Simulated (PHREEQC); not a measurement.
PHREEQC input (ion-association model, wateq4f.dat):

```
SOLUTION_MASTER_SPECIES
  An  An-  0  An  62.0  # stands for a non-complexing anion
SOLUTION_SPECIES
  An- = An-
    -log_k 0
    -gamma 3.0 0
PHASES
  Fix_H+
    H+ = H+
    -log_k 0
SOLUTION 1
  temp 25
  units mmol/kgw
  pH 7 charge
  Na 100
  An 100
END
SELECTED_OUTPUT 1
  -reset false
  -pH true
  -pe true
  -ionic_strength true
  -water true
  -totals Na
  -molalities Hfo_wOH Hfo_wOH2+ Hfo_wO- Hfo_sOH Hfo_sOH2+ Hfo_sO-
USER_PUNCH 1
  -headings sigma psi
  10 PUNCH EDL("sigma", "Hfo"), EDL("psi", "Hfo")
PRINT
  -reset false
USE solution 1
SURFACE 1
  Hfo_wOH 0.00561798 600 2.5
  Hfo_sOH 0.000140449
EQUILIBRIUM_PHASES 1
  Fix_H+ -3 HAn 10
    -force_equality true
  O2(g) -0.68 10
END
# ... the last block is repeated for the other 16 points of pH, with NaOH or the acid as the point needs
```

Selected output (columns that matter, 17 of 17 rows; pH added in front):

```
pH	mu	Na	m_Hfo_wOH	m_Hfo_wOH2+	m_Hfo_wO-	m_Hfo_sOH	m_Hfo_sOH2+	m_Hfo_sO-	sigma	psi
3	0.10404	0.1	0.00010493	0.005513	4.5749e-08	2.6232e-06	0.00013782	1.1437e-09	0.36351	0.152
3.38	0.10326	0.1	0.00023595	0.0053818	2.3698e-07	5.8987e-06	0.00013454	5.9244e-09	0.35484	0.15096
3.75	0.10285	0.1	0.00048239	0.0051346	1.0382e-06	1.206e-05	0.00012836	2.5955e-08	0.33849	0.14865
4.12	0.10251	0.1	0.00088586	0.0047283	3.8021e-06	2.2146e-05	0.00011821	9.5051e-08	0.31152	0.1445
4.5	0.10216	0.1	0.0014479	0.0041585	1.1549e-05	3.6198e-05	0.00010396	2.8872e-07	0.27344	0.13794
4.88	0.1018	0.1	0.0020805	0.0035092	2.8257e-05	5.2012e-05	8.7731e-05	7.0641e-07	0.22953	0.12913
5.25	0.10146	0.1	0.0026754	0.0028858	5.6823e-05	6.6885e-05	7.2144e-05	1.4206e-06	0.18653	0.11873
5.62	0.10114	0.1	0.003189	0.002329	0.00010003	7.9725e-05	5.8224e-05	2.5008e-06	0.14697	0.10686
6	0.10087	0.1	0.0036036	0.001854	0.00016046	9.0088e-05	4.6349e-05	4.0114e-06	0.11167	0.093385
6.38	0.10064	0.1	0.0039018	0.0014807	0.00023553	9.7543e-05	3.7017e-05	5.8883e-06	0.082102	0.078725
6.75	0.10045	0.1	0.0040945	0.0012047	0.00031882	0.00010236	3.0116e-05	7.9704e-06	0.05841	0.063376
7.12	0.1003	0.1	0.0042125	0.00099831	0.0004072	0.00010531	2.4958e-05	1.018e-05	0.038976	0.047045
7.5	0.10017	0.1	0.0042788	0.00083971	0.00049947	0.00010697	2.0993e-05	1.2487e-05	0.022435	0.029412
7.88	0.10006	0.1	0.0043081	0.00071667	0.00059326	0.0001077	1.7917e-05	1.4831e-05	0.0081375	0.011178
8.25	0.10004	0.10008	0.0043109	0.00061615	0.00069095	0.00010777	1.5404e-05	1.7274e-05	-0.0049324	-0.0068099
8.62	0.10015	0.10029	0.0042895	0.00052388	0.00080459	0.00010724	1.3097e-05	2.0115e-05	-0.018509	-0.024658
9	0.10028	0.10055	0.0042344	0.00043141	0.00095213	0.00010586	1.0785e-05	2.3803e-05	-0.034335	-0.04248
```

Complexes and solids missing from the database can't appear. The oxide is taken as insoluble; below pH 4 it would dissolve.
